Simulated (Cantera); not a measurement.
Feed: 1 mol Al(CH3)3, 2.7 mol N2O, 21 mol N2, held at 1330 Pa.

Method: chemical equilibrium by Gibbs-energy minimisation in Cantera with the NASA 1993 tables (ideal gas, pure condensed phases). Candidate condensed phases: Al, AlN, Al2O3, C, C6H6, C7H8, C8H18, H2O; 148 gas species. The feed counts by its element totals alone. Mutual solubility and eutectic melting of coexisting phases are not modelled. Equilibrium is a limit: real reactors are often held back by kinetics, nucleation or transport.

x: gas mole fraction; n: condensed amount in mol.

```json
[
 {"T (°C)": "700", "x N2": "0.806", "x H2": "0.153", "x CO": "0.0407", "x HCN": "1.17e-6", "x H2O": "5.17e-5", "x H": "3.66e-9", "n Al2O3(s)": "0.500", "n C(graphite)": "1.80", "n AlN(s)": "0"},
 {"T (°C)": "750", "x N2": "0.806", "x H2": "0.153", "x CO": "0.0408", "x HCN": "2.61e-6", "x H2O": "2.28e-5", "x H": "1.40e-8", "n Al2O3(s)": "0.500", "n C(graphite)": "1.80", "n AlN(s)": "0"},
 {"T (°C)": "800", "x N2": "0.806", "x H2": "0.153", "x CO": "0.0408", "x HCN": "5.42e-6", "x H2O": "1.08e-5", "x H": "4.75e-8", "n Al2O3(s)": "0.500", "n C(graphite)": "1.80", "n AlN(s)": "0"},
 {"T (°C)": "850", "x N2": "0.806", "x H2": "0.153", "x CO": "0.0408", "x HCN": "1.05e-5", "x H2O": "5.49e-6", "x H": "1.44e-7", "n Al2O3(s)": "0.500", "n C(graphite)": "1.80", "n AlN(s)": "0"},
 {"T (°C)": "900", "x N2": "0.806", "x H2": "0.153", "x CO": "0.0408", "x HCN": "1.93e-5", "x H2O": "2.96e-6", "x H": "3.99e-7", "n Al2O3(s)": "0.500", "n C(graphite)": "1.80", "n AlN(s)": "0"},
 {"T (°C)": "950", "x N2": "0.806", "x H2": "0.153", "x CO": "0.0408", "x HCN": "3.36e-5", "x H2O": "1.67e-6", "x H": "1.02e-6", "n Al2O3(s)": "0.500", "n C(graphite)": "1.80", "n AlN(s)": "0"},
 {"T (°C)": "1000", "x N2": "0.806", "x H2": "0.153", "x CO": "0.0408", "x HCN": "5.61e-5", "x H2O": "9.91e-7", "x H": "2.42e-6", "n Al2O3(s)": "0.500", "n C(graphite)": "1.80", "n AlN(s)": "0"},
 {"T (°C)": "1050", "x N2": "0.806", "x H2": "0.153", "x CO": "0.0408", "x HCN": "[?]", "x H2O": "[?]", "x H": "[?]", "n Al2O3(s)": "0.500", "n C(graphite)": "1.80", "n AlN(s)": "0"},
 {"T (°C)": "1100", "x N2": "0.804", "x H2": "0.153", "x CO": "0.0434", "x HCN": "[?]", "x H2O": "[?]", "x H": "[?]", "n Al2O3(s)": "0.474", "n C(graphite)": "1.72", "n AlN(s)": "[?]"},
 {"T (°C)": "1150", "x N2": "0.765", "x H2": "0.148", "x CO": "0.0864", "x HCN": "0.000201", "x H2O": "5.27e-7", "x H": "2.21e-5", "n Al2O3(s)": "0.0255", "n C(graphite)": "0.370", "n AlN(s)": "0.949"},
 {"T (°C)": "1200", "x N2": "0.763", "x H2": "0.148", "x CO": "0.0888", "x HCN": "0.000292", "x H2O": "3.67e-7", "x H": "4.21e-5", "n Al2O3(s)": "0", "n C(graphite)": "0.291", "n AlN(s)": "1.000"}
]
```

What belongs in the gaps?


- 1050, x HCN: 9.00e-5
- 1050, x H2O: 6.10e-7
- 1050, x H: 5.37e-6
- 1100, x HCN: 0.000139
- 1100, x H2O: 4.14e-7
- 1100, x H: 1.13e-5
- 1100, n AlN(s): 0.0523
